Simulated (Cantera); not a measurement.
Cantera run:

```python
import numpy as np
import cantera as ct

gas_names = """
    Fe FeO N NO NO2 NO3 N2 N2O O O2 O3 S SN SO SO2 SO3 S2 S2O S8
""".split()
cond_names = """
    Fe(a) Fe(c) Fe(d) Fe(L) FeO(s) FeO(L) FeS(a) FeS(b) FeS(c) FeS(L) FeSO4(s) FeS2(s) Fe2O3(s)
    Fe2S3O12(s) Fe3O4(s) S(cr1) S(cr2) S(L)
""".split()


# ... load() reads the species with a 1 bar reference pressure and builds the phases ...
atoms = {
    'FeS2': {'Fe': 1, 'S': 2},
    'SO2': {'S': 1, 'O': 2},
    'N2': {'N': 2},
}
top_T = {'FeSO4(s)': 950, 'FeS2(s)': 1010, 'Fe2O3(s)': 1830, 'Fe2S3O12(s)': 1100, 'Fe3O4(s)': 1870}  # K; cautious upper limits of use, not melting points


# ... equilibrate(T, P, feed) seeds the gas with the atoms and calls Mixture.equilibrate('TP', solver="vcs", rtol=1e-11, max_steps=5000) ...
results = []
feed = {'FeS2': 1, 'SO2': 0.34, 'N2': 18}  # mol
T = 1173  # K
P = 14000  # Pa
mix = equilibrate(T, P, feed)
results.append((T, P, feed, dict(zip(mix.species_names, mix.species_moles))))
x = sorted(zip(gas.X, gas.species_names), reverse=True)
print(f"T = {T:g} K  P = {P:g} Pa  gas = {mix.phase_moles(0):.4g} mol")
print("   x: " + "  ".join(f"{s} {v:.3e}" for v, s in x if v > 1e-06))
print("   condensed (mol): " + ("  ".join(f"{mix.phase(i).name} {mix.phase_moles(i):.4g}"
      for i in range(1, mix.n_phases) if mix.phase_moles(i) > 1e-12) or "none"))
```

It prints:

```
T = 1173 K  P = 14000 Pa  gas = 18.84 mol
   x: N2 9.555e-01  S2 2.631e-02  SO2 1.788e-02  S2O 2.909e-04  SO 5.015e-05
   condensed (mol): FeS(c) 1
```

Method: chemical equilibrium by Gibbs-energy minimisation in Cantera with the NASA 1993 tables (ideal gas, pure condensed phases). FeS: taken at fixed stoichiometry. Gases not in the tables: S3 to S7.
